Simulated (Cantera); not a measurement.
Charge: 1 mol FeS, 5.2 mol H2, held at 1452 °C and 0.443 Torr.

These are equilibrium values from Cantera (NASA tables, ideal gas, pure condensed phases), not measurements of a reactor. Candidate condensed phases: Fe, FeS, FeS2, S; 8 gas species. Rates play no part.

Base state: H2 0.880, S2 0.0753, Fe 0.0160, SH 0.00905, H2S 0.00825, H 0.00717, S 0.00446 (mole fractions); condensed: Fe(δ).

Problem. What changes in the equilibrium state with this change: pressure from 0.443 Torr to 1 atm?

Solution. 
```csv
species,before,after
H2,0.880,0.979
H2S,0.00825,0.0203
SH,0.00905,0.000509
S2,0.0753,0.000214
Fe,0.0160,9.30e-6
S,0.00446,5.73e-6
H,0.00717,0.000183
"Fe(δ), mol",0.907,0.110
"FeS(l), mol",0,0.890
```
Metal and sulfide melt together well below either melting point, which pure phases cannot show. Mutual solubility and eutectic melting of coexisting phases are not modelled. FeS: taken at fixed stoichiometry.

Problem. What changes in the equilibrium state with this change: H2 from 5.2 to 180 mol?

Solution. 
| species | before | after |
|---|---|---|
| H2 | 0.880 | 0.983 |
| H | 0.00717 | 0.00758 |
| Fe | 0.0160 | 0.00549 |
| S2 | 0.0753 | 0.00125 |
| S | 0.00446 | 0.000574 |
| SH | 0.00905 | 0.00123 |
| Fe(δ), mol | 0.907 | 0 |

Problem. What changes in the equilibrium state with this change: temperature from 1452 °C to 852 °C?

Solution. 
```
species       before    after
-----------  -------  -------
H2             0.880    0.997
H2S          0.00825  0.00268
S2            0.0753  7.39e-6
Fe            0.0160  5.70e-9
S            0.00446  1.39e-8
H            0.00717  1.83e-6
SH           0.00905  6.03e-6
Fe(δ), mol     0.907        0
Fe(α), mol         0   0.0141
FeS(s), mol        0    0.986
```
Mutual solubility and eutectic melting of coexisting phases are not modelled. FeS: taken at fixed stoichiometry.
